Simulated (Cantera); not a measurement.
Input: 1 mol Si₃N₄, 0.37 mol O₂, 10 mol H₂, equilibrated at 0.0563 Torr.

These are equilibrium values from Cantera (NASA tables, ideal gas, pure condensed phases), not measurements of a reactor. Candidate condensed phases: H₂O, Si, SiO₂, Si₂N₂O, Si₃N₄; 35 gas species. Mutual solubility and eutectic melting of coexisting phases are not modelled. Gases not in the tables: Si₂H₆ and higher silanes. Kinetics and transport are ignored.

Problem. Which condensed phases are stable at each of these points (T (K)): 1498, 1573, 1648, 1723, 1798, 1873, 1948, 2023?

Solution. 
```
T (K)   condensed phases  Si condensed (%)
-----  -----------------  ----------------
1498   Si(s) + Si₂N₂O(s)              81.2
1573               Si(s)              75.0
1648               Si(s)              73.8
1723               Si(l)              69.4
1798               Si(l)              56.2
1873               Si(l)              14.8
1948            gas only               0.0
2023            gas only               0.0
```

At 1498 K the condensed part is Si(s) + Si₂N₂O(s). From 1573 K to 1648 K the condensed part is Si(s). From 1723 K to 1873 K the condensed part is Si(l). From 1948 K to 2023 K nothing is condensed.
